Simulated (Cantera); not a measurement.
A perfectly stirred reactor is fed with CO : O2 : H2O : N2 = 0.0095 : 0.0021 : 0.0019 : 1 (molar parts), at 10.0 bar; it is held at 1425 K, and followed from long to short residence time.

Computed with Cantera and GRI-Mech 3.0 (53 species, 325 reactions).

Problem. What does this change do: N2 1 to 0.5 parts?

Solution. 
| quantity | before | after |
|---|---|---|
| x(CO) at τ = 1.30 s | 0.00469 | 0.00927 |
| x(O2) at τ = 1.30 s | 2.88e-6 | 4.11e-6 |
| x(H2O) at τ = 1.30 s | 0.00132 | 0.00261 |
| x(OH) at τ = 1.30 s | 5.11e-7 | 6.83e-7 |
| x(N2O) at τ = 1.30 s | 3.60e-9 | 2.64e-9 |
| x(CO) at τ = 64.0 ms | 0.00477 | 0.00939 |
| x(O2) at τ = 64.0 ms | 1.43e-5 | 2.00e-5 |
| x(H2O) at τ = 64.0 ms | 0.00138 | 0.00269 |
| x(OH) at τ = 64.0 ms | 2.45e-6 | 3.23e-6 |
| x(N2O) at τ = 64.0 ms | 2.13e-8 | 1.46e-8 |

Problem. What does this change do: pressure from 10.0 bar to 0.840 bar?

Solution. 
| quantity | before | after |
|---|---|---|
| x(CO) at τ = 1.30 s | 0.00469 | 0.00466 |
| x(O2) at τ = 1.30 s | 2.88e-6 | 5.36e-6 |
| x(H2O) at τ = 1.30 s | 0.00132 | 0.00128 |
| x(OH) at τ = 1.30 s | 5.11e-7 | 7.26e-6 |
| x(N2O) at τ = 1.30 s | 3.60e-9 | 2.94e-9 |
| x(CO) at τ = 64.0 ms | 0.00477 | 0.00476 |
| x(O2) at τ = 64.0 ms | 1.43e-5 | 6.63e-5 |
| x(H2O) at τ = 64.0 ms | 0.00138 | 0.00120 |
| x(OH) at τ = 64.0 ms | 2.45e-6 | 3.05e-5 |
| x(N2O) at τ = 64.0 ms | 2.13e-8 | 1.59e-8 |
